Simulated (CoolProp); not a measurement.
Vapour-liquid equilibrium of R22 (1) + acetone (2) at 40.55 °C; x and y are mole fractions of (1).

Computed with CoolProp (multi-fluid Helmholtz-energy mixture model, Kamei 1995 and Lemmon 2006; pair parameters Bell 2016).

```tsv
x	bubble pressure (MPa)	y at the bubble point	dew pressure at overall composition x (MPa)	liquid density (mol/L)
0.05	0.1191	0.525	0.06081	13.26
0.125	0.1881	0.710	0.06595	13.35
0.2	0.2456	0.788	0.07201	13.43
0.275	0.3027	0.837	0.07927	13.52
0.35	0.3664	0.875	0.08814	13.61
0.425	0.4419	0.907	0.09923	13.70
0.5	0.5335	0.932	0.1135	13.77
0.575	0.6446	0.953	0.1324	13.83
0.65	0.7771	0.969	0.1586	13.86
0.725	0.9303	0.981	0.1970	13.85
0.8	1.100	0.989	0.2578	13.78
0.875	1.276	0.995	0.3658	13.63
0.95	1.447	0.998	0.6253	13.34
```

No azeotrope shows between x = 0.05 and 0.95.

Pair parameters are fitted to limited data, so mixtures are less certain than the pure fluids.
